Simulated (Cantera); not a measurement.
Mixture: 38.7 % H2, 12.9 % O2, 48.4 % N2, equivalence ratio 1.5, at 3750 Torr, adiabatic and at constant pressure. Ignition delay is the time to a rise of 400 K.

Detailed kinetics in Cantera: the H2/O2 subset of GRI-Mech 3.0, which has no nitrogen chemistry. The hydrogen kinetics of GRI-Mech 3.0 are dated; newer H2 mechanisms differ, most at raised pressure. Below about 950 K walls govern HO2 and H2O2 in real vessels.

**Question.** Predict: delay at 873 K; delay at 948 K; delay at 1023 K; delay at 1098 K; delay at 1173 K; delay at 1248 K.

**Answer.** 
```
Item                Value
---------------  --------
delay at 873 K    0.313 s
delay at 948 K    37.2 ms
delay at 1023 K   4.98 ms
delay at 1098 K  0.494 ms
delay at 1173 K   27.0 µs
delay at 1248 K   10.2 µs
```
